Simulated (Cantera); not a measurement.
## NO annealing gas

An isothermal, constant-pressure homogeneous reactor starts with 70.9 % NO, 29.1 % N2, at 1425 K and 760 Torr.

Detailed kinetics in Cantera: GRI-Mech 3.0 (53 species, 325 reactions).

| t (s) | x NO | x NO2 | x O | x O2 | x N2 |
|---|---|---|---|---|---|
| 4.00e-5 | 0.709 | 5.90e-8 | 8.61e-9 | 7.03e-12 | 0.291 |
| 0.000206 | 0.709 | 3.41e-7 | 8.67e-9 | 4.96e-11 | 0.291 |
| 0.00106 | 0.709 | 1.80e-6 | 8.94e-9 | 5.15e-10 | 0.291 |
| 0.00548 | 0.709 | 9.51e-6 | 1.03e-8 | 1.04e-8 | 0.291 |
| 0.0283 | 0.709 | 5.35e-5 | 1.77e-8 | 3.99e-7 | 0.291 |
| 0.146 | 0.709 | 0.000306 | 5.26e-8 | 3.12e-5 | 0.291 |
| 0.752 | 0.706 | 0.000625 | 9.12e-8 | 0.000876 | 0.292 |
| 3.88 | 0.696 | 0.000948 | 1.35e-7 | 0.00589 | 0.297 |
| 20.0 | 0.646 | 0.00172 | 2.55e-7 | 0.0299 | 0.322 |
x: mole fraction; the columns are a selection and need not sum to one.

Equilibrium at this temperature and pressure: NO 0.000982, NO2 8.72e-6, O 8.26e-7, O2 0.354, N2 0.645 (gas phase only).
